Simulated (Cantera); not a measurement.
Thermodynamics of silicon carbide growth, feed (CH3)2SiCl2 + C2H4 + H2

Input: 1 mol (CH3)2SiCl2, 0.81 mol C2H4, 8.3 mol H2, at 1677 °C and 0.133 bar.

Cantera equilibrium calculation (NASA polynomials, part measured and part estimated; ideal gas, pure solids and liquids). Candidate condensed phases: C, C6H6, C7H8, C8H18, Si, SiC; 109 gas species. The feed counts by its element totals alone. The tables' values for SiCl3, SiCl are old estimates; treat these amounts as uncertain. Rates play no part.

```json
{
  "x(H2)": "0.856",
  "x(HCl)": "0.138",
  "x(H)": "0.00290",
  "x(SiCl2)": "0.00256",
  "x(C2H2 (acetylene))": "0.000468",
  "x(Cl)": "0.000351",
  "x(CH4)": "4.75e-5",
  "x(SiCl3)": "3.83e-5",
  "x(SiCl)": "1.68e-5",
  "n(C(graphite))": "2.64 mol",
  "n(SiC(s))": "0.963 mol",
  "gas_amount": "13.94 mol",
  "log10 activity of Si(l) (absent)": "-1.34"
}
```
